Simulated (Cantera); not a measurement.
Charge: 1 mol Pb, 0.012 mol CO₂, 57 mol N₂, at 0.133 bar.

Cantera equilibrium calculation (NASA polynomials, part measured and part estimated; ideal gas, pure solids and liquids). Candidate condensed phases: C, Pb, PbO, PbO₂, Pb₃O₄; 27 gas species. Kinetics and transport are ignored.

Q: Which condensed phases are stable at each of these points (T (°C)): 652, 752, 852, 952, 1052, 1152, 1252, 1352, 1452?

A: 
| T (°C) | condensed phases | Pb condensed (%) |
|---|---|---|
| 652 | Pb(l) | 99.9 |
| 752 | Pb(l) | 98.8 |
| 852 | Pb(l) | 91.9 |
| 952 | Pb(l) | 59.7 |
| 1052 | gas only | 0.0 |
| 1152 | gas only | 0.0 |
| 1252 | gas only | 0.0 |
| 1352 | gas only | 0.0 |
| 1452 | gas only | 0.0 |

From 652 °C to 952 °C the condensed part is Pb(l). From 1052 °C to 1452 °C nothing is condensed.
